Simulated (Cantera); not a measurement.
A freely propagating, adiabatic, planar premixed flame of 18.2 % H₂, 15.1 % O₂, 66.7 % N₂, equivalence ratio 0.60, unburnt at 700 K and 150000 Pa; mixture-averaged transport, grid criteria slope 0.08 and curve 0.16, no radiation.

Computed with Cantera and the H2/O2 subset of GRI-Mech 3.0, which has no nitrogen chemistry. Burning velocities carry a grid error of a few per cent, more on coarse grids. Lean hydrogen flames are cellular in practice and burn faster than this planar one.

x: mole fraction of selected species; z is measured from the peak of heat release.

| z (mm) | T (K) | u (m/s) | x H₂ | x O₂ | x O | x OH | x H | x HO₂ |
|---|---|---|---|---|---|---|---|---|
| -0.862 | 700 | 5.14 | 0.182 | 0.151 | <1e-8 | <1e-8 | <1e-8 | <1e-8 |
| -0.575 | 700 | 5.14 | 0.182 | 0.151 | <1e-8 | <1e-8 | <1e-8 | <1e-8 |
| -0.431 | 700 | 5.14 | 0.182 | 0.151 | <1e-8 | <1e-8 | <1e-8 | 1.29e-7 |
| -0.287 | 700 | 5.14 | 0.181 | 0.152 | 5.26e-8 | 1.16e-8 | 3.65e-7 | 7.27e-6 |
| -0.144 | 739 | 5.35 | 0.167 | 0.152 | 2.71e-5 | 0.000102 | 0.000263 | 0.000285 |
| -0.0718 | [?] | 6.55 | 0.132 | 0.146 | 0.000522 | 0.000724 | 0.00337 | 0.000213 |
| 0 | [?] | 8.62 | 0.0711 | 0.117 | 0.00412 | 0.00311 | 0.0131 | 0.000124 |
| 0.0718 | [?] | 10.2 | 0.0278 | 0.0850 | 0.00885 | 0.00711 | 0.0177 | 7.44e-5 |
| 0.144 | 1626 | 11.1 | 0.0147 | 0.0727 | 0.00991 | 0.00929 | 0.0150 | 5.29e-5 |
| 0.287 | 1762 | 12.0 | 0.00952 | 0.0680 | 0.00797 | 0.0103 | 0.00894 | 3.59e-5 |
| 0.575 | 1875 | 12.6 | 0.00611 | 0.0666 | 0.00493 | 0.00956 | 0.00401 | 2.20e-5 |
| 1.15 | 1953 | 13.1 | 0.00317 | 0.0662 | 0.00247 | 0.00754 | 0.00136 | 1.16e-5 |
| 2.30 | 1995 | 13.3 | 0.00134 | 0.0665 | 0.00103 | 0.00517 | 0.000355 | 5.47e-6 |

Q: What belongs in the gaps?

A: 
- -0.0718, T (K): 927
- 0, T (K): 1246
- 0.0718, T (K): 1491
